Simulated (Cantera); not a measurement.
# Ignition delay

Mixture: CH4 : O2 : N2 = 2.3 : 2.99 : 19.4 (molar parts), equivalence ratio 1.5, at 750 Torr, adiabatic and at constant volume. Ignition delay is the time to a rise of 400 K.

Cantera simulation using GRI-Mech 3.0 (53 species, 325 reactions); the numbers are that mechanism's predictions, not measurements.

```json
[
 {"T0 (K)": "1300", "delay (ms)": "23.7"},
 {"T0 (K)": "1350", "delay (ms)": "12.4"},
 {"T0 (K)": "1400", "delay (ms)": "6.69"},
 {"T0 (K)": "1450", "delay (ms)": "3.70"},
 {"T0 (K)": "1500", "delay (ms)": "2.12"},
 {"T0 (K)": "1550", "delay (ms)": "1.25"},
 {"T0 (K)": "1600", "delay (ms)": "0.770"},
 {"T0 (K)": "1650", "delay (ms)": "0.492"}
]
```

apparent activation energy between 1550 and 1650 K: 200 kJ/mol
